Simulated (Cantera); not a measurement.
What does this Cantera script print?

```python
import numpy as np
import cantera as ct

gas_names = """
    H HNO HNO2 HNO3 HO2 H2 H2O H2O2 N NH NH2 NH3 NH2OH NO NO2 NO3 N2 N2H2 N2H4 N2O O OH O2 O3 Si SiH
    SiH2 SiH3 SiH4 SiN SiO SiO2 Si2 Si2N Si3
""".split()
cond_names = """
    H2O(s) H2O(L) Si(cr) Si(L) SiO2(Lqz) SiO2(hqz) SiO2(L) Si2N2O(s) Si3N4(a)
""".split()


def load(file, names, dense=False):
    # The tables refer to 1 bar. Condensed volumes are neglected.
    table = {s.name: s for s in ct.Species.list_from_file(file)}
    out = []
    for n in names:
        d = dict(table[n].input_data)
        d["thermo"] = dict(d["thermo"], **{"reference-pressure": 1e5})
        if dense:
            d["equation-of-state"] = {"model": "constant-volume", "density": "1e6 g/cm^3"}
        out.append(ct.Species.from_dict(d))
    return out


gas = ct.Solution(thermo="ideal-gas", species=load("nasa_gas.yaml", gas_names))
cond = {s.name: ct.Solution(thermo="fixed-stoichiometry", species=[s], name=s.name)
        for s in load("nasa_condensed.yaml", cond_names, dense=True)}
atoms = {
    'Si3N4': {'Si': 3, 'N': 4},
    'H2O': {'H': 2, 'O': 1},
    'N2': {'N': 2},
}
top_T = {'Si2N2O(s)': 2100, 'Si3N4(a)': 2400}  # K; cautious upper limits of use, not melting points


def equilibrate(T, P, feed):
    n = {}
    for name, mol in feed.items():
        for a, k in atoms[name].items():
            n[a] = n.get(a, 0.0) + k * mol
    gas.TPX = T, P, n
    mass = sum(n.values()) * gas.mean_molecular_weight
    gas.equilibrate("TP")
    valid = [c for c in cond.values() if c.min_temp <= T <= top_T.get(c.name, c.max_temp)]
    mix = ct.Mixture([(gas, mass / gas.mean_molecular_weight)] + [(c, 0.0) for c in valid])
    mix.T, mix.P = T, P
    mix.equilibrate("TP", solver="vcs", rtol=1e-11, max_steps=5000)
    return mix


results = []
T = 1625  # K
P = 13332.2  # Pa
for m in [0.16, 0.41, 0.67, 0.92, 1.2, 1.4, 1.7, 1.9, 2.2]:
    feed = {'Si3N4': 1, 'H2O': m, 'N2': 3.6}  # mol
    mix = equilibrate(T, P, feed)
    results.append((T, P, feed, dict(zip(mix.species_names, mix.species_moles))))
    x = sorted(zip(gas.X, gas.species_names), reverse=True)
    print(f"T = {T:g} K  P = {P:g} Pa  n(H2O) = {m:g} mol  gas = {mix.phase_moles(0):.4g} mol")
    print("   x: " + "  ".join(f"{s} {v:.3e}" for v, s in x if v > 1e-06))
    print("   condensed (mol): " + ("  ".join(f"{mix.phase(i).name} {mix.phase_moles(i):.4g}"
          for i in range(1, mix.n_phases) if mix.phase_moles(i) > 1e-12) or "none"))
```

Result:

```
T = 1625 K  P = 13332.2 Pa  n(H2O) = 0.16 mol  gas = 3.813 mol
   x: N2 9.580e-01  H2 4.194e-02  H 3.957e-05  SiO 1.631e-05
   condensed (mol): Si2N2O(s) 0.1599  Si3N4(a) 0.8934
T = 1625 K  P = 13332.2 Pa  n(H2O) = 0.41 mol  gas = 4.147 mol
   x: N2 9.011e-01  H2 9.884e-02  H 6.075e-05  SiO 1.665e-05
   condensed (mol): Si2N2O(s) 0.4099  Si3N4(a) 0.7267
T = 1625 K  P = 13332.2 Pa  n(H2O) = 0.67 mol  gas = 4.494 mol
   x: N2 8.508e-01  H2 1.491e-01  H 7.460e-05  SiO 1.697e-05
   condensed (mol): Si2N2O(s) 0.6699  Si3N4(a) 0.5534
T = 1625 K  P = 13332.2 Pa  n(H2O) = 0.92 mol  gas = 4.827 mol
   x: N2 8.093e-01  H2 1.906e-01  H 8.435e-05  SiO 1.725e-05
   condensed (mol): Si2N2O(s) 0.9199  Si3N4(a) 0.3867
T = 1625 K  P = 13332.2 Pa  n(H2O) = 1.2 mol  gas = 5.2 mol
   x: N2 7.692e-01  H2 2.307e-01  H 9.281e-05  SiO 1.755e-05
   condensed (mol): Si2N2O(s) 1.2  Si3N4(a) 0.2
T = 1625 K  P = 13332.2 Pa  n(H2O) = 1.4 mol  gas = 5.467 mol
   x: N2 7.439e-01  H2 2.560e-01  H 9.777e-05  SiO 1.774e-05
   condensed (mol): Si2N2O(s) 1.4  Si3N4(a) 0.0667
T = 1625 K  P = 13332.2 Pa  n(H2O) = 1.7 mol  gas = 5.873 mol
   x: N2 7.097e-01  H2 2.893e-01  SiO 8.011e-04  H2O 1.295e-04  H 1.039e-04
   condensed (mol): SiO2(hqz) 0.1313  Si2N2O(s) 1.432
T = 1625 K  P = 13332.2 Pa  n(H2O) = 1.9 mol  gas = 6.14 mol
   x: N2 6.897e-01  H2 3.093e-01  SiO 8.088e-04  H2O 1.372e-04  H 1.075e-04
   condensed (mol): SiO2(hqz) 0.2644  Si2N2O(s) 1.365
T = 1625 K  P = 13332.2 Pa  n(H2O) = 2.2 mol  gas = 6.541 mol
   x: N2 6.628e-01  H2 3.362e-01  SiO 8.196e-04  H2O 1.471e-04  H 1.120e-04
   condensed (mol): SiO2(hqz) 0.4642  Si2N2O(s) 1.265
```

Equilibrium computed with Cantera from the NASA thermochemical tables; the gas is ideal and each condensed phase is pure. Mutual solubility and eutectic melting of coexisting phases are not modelled. The tables hold silica as quartz up to 1696 K and as liquid above; real silica turns to tridymite and cristobalite and melts near 1996 K.
